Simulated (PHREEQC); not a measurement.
Solution A (0.038 mol NiCl2, 0.025 mol Na2SO4 and 0.00064 mol MnSO4 per kg of water) is mixed with solution B (0.001 mol/kgw Na2SiF6) at 25 °C; shares are by mass of water, 1 kg in all. No oxygen is let in. The system is closed to CO2. Solids allowed: Pyrochroite, Ni(OH)2, Ni4(OH)6SO4, SiO2(a), Halite, Mirabilite, Morenosite. Others were left out.

Equilibrium calculation in PHREEQC: ion-association model, wateq4f.dat.

```tsv
share of solution B	pH	Ni+2 (mol/kgw)	Mn+2 (mol/kgw)	SO4-2 (mol/kgw)	SiF6-2 (mol/kgw)
0	6.03	0.0274	0.000452	0.0156	0
0.1	3.76	0.0249	0.000412	0.0141	4.83e-10
0.2	3.52	0.0224	0.000370	0.0127	3.29e-7
0.3	?	0.0198	0.000329	0.0113	9.53e-6
0.4	3.35	0.0172	0.000286	0.00986	4.99e-5
0.5	3.32	?	0.000243	0.00840	0.000116
0.6	3.30	0.0118	0.000198	0.00690	0.000195
0.7	3.29	0.00908	0.000153	0.00535	0.000280
0.8	?	0.00624	0.000106	0.00374	0.000370
0.9	3.26	0.00328	5.57e-5	?	0.000464
1	3.25	0	0	0	0.000561
```

Problem. Some entries are withheld; supply them.

Solution. 
- 0.3, pH: 3.40
- 0.5, Ni+2 (mol/kgw): 0.0145
- 0.8, pH: 3.27
- 0.9, SO4-2 (mol/kgw): 0.00202

Species that the database lacks are ignored. SiF6-2 is the database's only silicon fluoride.
